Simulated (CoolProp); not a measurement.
Saturation properties of sulfur dioxide.

Model: reference Helmholtz-energy equation of state, Gao 2016, in CoolProp.

```tsv
T (K)	p (MPa)	vapour density (kg/m³)	enthalpy of vaporisation (kJ/kg)	surface tension (mN/m)
313.3	0.6331	17.20	340.2	18.7
318.5	0.7375	19.94	334.3	17.7
323.7	0.8544	23.00	328.3	16.7
328.9	0.9848	26.44	322.0	15.7
334.1	1.130	30.27	315.5	14.8
339.3	1.290	34.56	308.8	13.8
344.5	1.466	39.33	301.8	12.8
349.7	1.660	44.65	294.5	11.8
```

It boils at 263.1 K under 1 atm.

Surface tension comes from a separate correlation (Mulero 2012).
